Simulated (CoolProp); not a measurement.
A single-stage vapour-compression cycle with the fluid: evaporating at 207.15 K (dew point), condensing at 273.15 K (bubble point), superheat 8 K, subcooling 0 K, compressor efficiency 0.7, no pressure losses. The same conditions are run with several fluids, on thermodynamics alone (safety and materials aside).

Model: reference Helmholtz-energy equation of state of each fluid (C2F6 (R116): Lemmon 2006; dimethyl ether: Wu 2011; R125: Lemmon 2005; CH2F2 (R32): Tillner-Roth 1997; hydrogen chloride: Thol 2018), in CoolProp.

```
fluid              cooling COP  pressure ratio  discharge temperature (K)  refrigerating effect (kJ/kg)  volumetric capacity (kJ/m³)
-----------------  -----------  --------------  -------------------------  ----------------------------  ---------------------------
C2F6 (R116)               1.06            9.92                          …                          43.0                          655
dimethyl ether            1.70            24.1                      371.9                           372                          107
R125                      1.52               …                      315.0                             …                          269
CH2F2 (R32)               1.58            17.7                      433.5                           295                          403
hydrogen chloride         1.47            9.69                      484.8                             …                         1780
```

Some entries are withheld; supply them.


- C2F6 (R116), discharge temperature (K): 292.3
- R125, pressure ratio: 17.5
- R125, refrigerating effect (kJ/kg): 102
- hydrogen chloride, refrigerating effect (kJ/kg): 311
